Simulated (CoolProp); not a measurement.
Properties of R134a at several states.

Computed with CoolProp (reference Helmholtz-energy equation of state, Tillner-Roth 1994).

| T (°C) | p (MPa) | phase | cv (kJ/(kg K)) | speed of sound (m/s) | Joule-Thomson coefficient (K/MPa) | isothermal compressibility (1/MPa) | conductivity (mW/(m K)) |
|---|---|---|---|---|---|---|---|
| 151.15 | 21.3 | supercritical | 1.062 | 344.8 | 0.4145 | 0.01343 | 60.4 |
| 142.65 | 18.4 | supercritical | 1.055 | 327.0 | 0.5207 | 0.01548 | 59.3 |
| 116.95 | 0.17 | gas | 0.9113 | 184.2 | 8.893 | 5.959 | 20.8 |
| 26.65 | 0.105 | gas | 0.7634 | 161.9 | 21.23 | 9.730 | 13.5 |
| -63.85 | 0.328 | liquid | 0.8093 | 923.3 | -0.3384 | 0.001188 | 123 |

Thermal conductivity comes from a separate model (McLinden 2000), an estimate that may be off by 10 % or more.
